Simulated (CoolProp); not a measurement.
Vapour pressure (kPa) of CF4 (R14): the reference equation beside estimates from Tc = 227.4 K, pc = 3762 kPa, ω = 0.178. Clausius-Clapeyron is anchored at 183.5 K with a constant enthalpy of vaporisation of 9.482 kJ/mol.

Values from CoolProp's reference Helmholtz-energy equation of state, Platzer 1990. This equation is an older, rougher fit; its heat capacities, sound speeds and derivatives of the liquid may be far off and weren't checked against measurements.

```tsv
T (K)	reference	Clausius-Clapeyron	van der Waals	Peng-Robinson
169.8	436.2	495.2	1040	(withheld)
176.7	606.2	643.7	1259	609.3
183.5	817.6	817.6	1501	822.6
190.4	1083	1024	1775	1091
197.3	(withheld)	1263	2078	1420
204.1	1793	(withheld)	(withheld)	1810
211	2259	1838	2770	(withheld)
217.9	(withheld)	2181	3165	2839
```

**Question.** Fill in the missing entries.

**Answer.** 
- 169.8, Peng-Robinson: 438.2
- 197.3, reference: 1408
- 204.1, Clausius-Clapeyron: 1531
- 204.1, van der Waals: 2406
- 211, Peng-Robinson: 2282
- 217.9, reference: 2813

Absolute difference from the reference over all 8 rows, mean and median: Clausius-Clapeyron 11.4 and 11.9 %, van der Waals 63.8 and 55.7 %, Peng-Robinson 0.8 and 0.8 %.
